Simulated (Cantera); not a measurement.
A perfectly stirred reactor is fed with N2O : H2O = 1 : 0.089 (molar parts), at 13.5 Torr; it is held at 1300 K, and followed from long to short residence time.

Detailed kinetics in Cantera: GRI-Mech 3.0 (53 species, 325 reactions). GRI-Mech 3.0 was tuned for natural gas; its chemistry of N2O as a main component is partial and can be far from experiment. Radical loss at walls, strong at low pressure, is not modelled. The mechanism lacks the step 2 NO + O2 → 2 NO2, which can matter for NO2 below about 1400 K. The temperature is held fixed by assumption; the heat of reaction is taken as removed at once.

x: mole fraction; the columns are a selection and need not sum to one.

| τ (s) | x N2O | x H2O | x H | x N2 | x H2O2 |
|---|---|---|---|---|---|
| 3.4 | 0.640 | 0.0739 | 2.92e-8 | 0.180 | [?] |
| 1.1 | 0.803 | 0.0785 | 2.73e-8 | 0.0744 | [?] |
| 0.34 | 0.879 | 0.0806 | 2.79e-8 | 0.0255 | [?] |
| 0.11 | 0.905 | 0.0813 | 2.80e-8 | 0.00850 | [?] |
| 0.033 | 0.914 | 0.0816 | 2.50e-8 | 0.00255 | [?] |
| 0.010 | 0.917 | 0.0817 | 1.79e-8 | 0.000754 | [?] |
| 0.0033 | 0.918 | 0.0817 | 8.84e-9 | 0.000239 | [?] |
| 0.0010 | 0.918 | 0.0817 | 2.30e-9 | 6.73e-5 | 8.00e-10 |

Q: Some entries are withheld; supply them.

A: 
- 3.4, x H2O2: 6.58e-9
- 1.1, x H2O2: 1.88e-8
- 0.34, x H2O2: 5.15e-8
- 0.11, x H2O2: 1.01e-7
- 0.033, x H2O2: 1.43e-7
- 0.010, x H2O2: 1.04e-7
- 0.0033, x H2O2: 2.00e-8
